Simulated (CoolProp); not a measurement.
Model: reference Helmholtz-energy equation of state, Thol 2014, in CoolProp.

Task: For diethyl ether, give the phase and the cv (kJ/(kg K)), isothermal compressibility (1/MPa), expansivity (1/kK), fugacity coefficient at 480.8 K and 3.38 MPa.

Result: 
- 480.8 K and 3.38 MPa: gas; cv 2.26, isothermal compressibility 0.592, expansivity 11.1, fugacity coefficient 0.723
